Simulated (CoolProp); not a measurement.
The fluid at 293.15 K and 0.864 MPa (stagnation) flows isentropically through a choked orifice. The same conditions are run with several fluids, on thermodynamics alone (safety and materials aside).

Computed with CoolProp (reference Helmholtz-energy equation of state of each fluid (sulfur hexafluoride: Guder 2009; ethylene: Smukala 2000; dry air: Lemmon 2000; nitrous oxide: Lemmon 2006; CF4 (R14): Platzer 1990)). The equations of Platzer and Polt are older, rougher fits. Blends and air are pseudo-pure fits.

```json
[
 {"fluid": "sulfur hexafluoride", "throat to inlet pressure ratio": "0.596", "mass flux (kg/(m² s))": "4350", "throat temperature (K)": "277.9"},
 {"fluid": "ethylene", "throat to inlet pressure ratio": "0.553", "mass flux (kg/(m² s))": "1980", "throat temperature (K)": "258.5"},
 {"fluid": "dry air", "throat to inlet pressure ratio": "0.527", "mass flux (kg/(m² s))": "2050", "throat temperature (K)": "243.8"},
 {"fluid": "nitrous oxide", "throat to inlet pressure ratio": "0.548", "mass flux (kg/(m² s))": "2500", "throat temperature (K)": "255.5"},
 {"fluid": "CF4 (R14)", "throat to inlet pressure ratio": "0.572", "mass flux (kg/(m² s))": "3380", "throat temperature (K)": "269.8"}
]
```
